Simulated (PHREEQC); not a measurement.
4.2 g of hydrous ferric oxide (600 m²/g; 0.2 weak and 0.005 strong sites per Fe, Dzombak-Morel constants, diffuse double layer) in 1 kg of water with 0.05 mol/kgw of an inert sodium salt and 1.1e-05 mol/kgw MgCl2 and 0.0086 mol/kgw Na2SO4, at 25 °C; the pH is set by adding NaOH or the inert anion's acid. O2 is buffered at 0.21 atm. CO2 from the air is kept out. No solid was allowed to form.

Base run: PHREEQC, ion-association model, wateq4f.dat. Each further column changes one thing. The table gives S sorbed (%).

```tsv
pH	base	no electrostatic term (-no_edl)	background salt from 0.05 to 0.005 mol/kgw	oxide from 4.2 to 21 g/kgw	0.0016 mol/kgw H3BO3 added
4	48.0	1.0	51.3	99.9	48.0
4.67	46.6	1.0	49.9	99.8	46.6
5.33	42.1	1.0	45.3	99.1	42.1
6.67	20.6	1.2	23.1	74.2	20.5
7.33	9.2	1.5	10.9	38.6	9.2
8	2.0	1.7	2.6	9.5	2.0
8.67	0.2	1.3	0.2	0.9	0.2
9.33	0.0	0.6	0.0	0.1	0.0
10.67	0.0	0.0	0.0	0.0	0.0
11.33	0.0	0.0	0.0	0.0	0.0
12	0.0	0.0	0.0	0.0	0.0
```
